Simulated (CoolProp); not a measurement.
Saturation properties of octamethyltrisiloxane (MDM).

Model: reference Helmholtz-energy equation of state, Thol 2017, in CoolProp.

```
T (°C)  p (MPa)  liquid density (kg/m³)  vapour density (kg/m³)  liquid cp (kJ/(kg K))  surface tension (mN/m)
------  -------  ----------------------  ----------------------  ---------------------  ----------------------
140.05  0.07229                       ?                   5.285                  2.077                    7.23
147.05  0.08770                       ?                   6.364                      ?                       ?
154.05   0.1056                   673.2                   7.612                  2.117                    6.27
161.15   0.1264                   664.1                   9.071                  2.137                    5.80
168.15   0.1500                   654.9                   10.72                      ?                    5.35
175.15        ?                   645.5                   12.61                  2.178                    4.91
182.25   0.2075                   635.7                   14.80                  2.200                    4.47
189.25   0.2416                   625.6                   17.26                  2.223                    4.06
```

Some entries are withheld; supply them.


- 140.05, liquid density (kg/m³): 690.5
- 147.05, liquid density (kg/m³): 681.9
- 147.05, liquid cp (kJ/(kg K)): 2.097
- 147.05, surface tension (mN/m): 6.75
- 168.15, liquid cp (kJ/(kg K)): 2.157
- 175.15, p (MPa): 0.1767

It boils at 152.5 °C under 1 atm.

Surface tension comes from a separate correlation (Mulero 2014), older than this fluid's equation and unchecked against measurements.
